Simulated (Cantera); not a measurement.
A closed system holds: 1 mol MgO, 7.5 mol HCl, 2.1 mol N2, held at 1077 °C and 1.33 mbar.

These are equilibrium values from Cantera (NASA tables, ideal gas, pure condensed phases), not measurements of a reactor. Candidate condensed phases: H2O, Mg, MgCl2, MgO, Mg(OH)2, NH4Cl; 38 gas species. Rates play no part.

### Question
What is the equilibrium state?

### Answer
```json
{
  "x(HCl)": "0.721",
  "x(N2)": "0.219",
  "x(MgCl2)": "0.0290",
  "x(H2O)": "0.0290",
  "x(Cl)": "0.00145",
  "x(H2)": "0.000732",
  "x(Cl2)": "7.70e-6",
  "x(H)": "1.77e-6",
  "x(OH)": "1.14e-6",
  "n(MgO(s))": "0.721 mol",
  "gas_amount": "9.607 mol",
  "log10 activity of Mg(l) (absent)": "-12.42"
}
```
